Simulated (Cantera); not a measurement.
A freely propagating, adiabatic, planar premixed flame of H₂ : O₂ : N₂ = 1 : 0.278 : 1.22 (molar parts), equivalence ratio 1.8, unburnt at 325 K and 6.42 atm; mixture-averaged transport, grid criteria slope 0.08 and curve 0.16, no radiation.

Computed with Cantera and the H2/O2 subset of GRI-Mech 3.0, which has no nitrogen chemistry. The hydrogen kinetics of GRI-Mech 3.0 are dated; newer H2 mechanisms differ, most at raised pressure. Burning velocities carry a grid error of a few per cent, more on coarse grids.

Q: How do the results move with these cheaper or finer settings: unity-Lewis-number transport; multicomponent transport; multicomponent+Soret transport; grid criteria slope 0.5, curve 1; grid criteria slope 0.25, curve 0.5; grid criteria slope 0.03, curve 0.06?

A: 
```
setting                               laminar burning velocity  thermal thickness  peak x(OH)  peak x(H)  grid points
------------------------------------  ------------------------  -----------------  ----------  ---------  -----------
as above                                              254 cm/s          0.0352 mm     0.00271     0.0289          110
unity-Lewis-number transport                          162 cm/s          0.0404 mm     0.00270     0.0318          108
multicomponent transport                              250 cm/s          0.0351 mm     0.00267     0.0287          110
multicomponent+Soret transport                        238 cm/s          0.0338 mm     0.00277     0.0283          114
grid criteria slope 0.5, curve 1                      262 cm/s          0.0486 mm     0.00256     0.0285           37
grid criteria slope 0.25, curve 0.5                   263 cm/s          0.0382 mm     0.00303     0.0303           48
grid criteria slope 0.03, curve 0.06                  250 cm/s          0.0344 mm     0.00258     0.0283          261
```
Unity Lewis numbers drop preferential diffusion, which matters most where H2 and H carry the flame; Soret adds thermal diffusion.
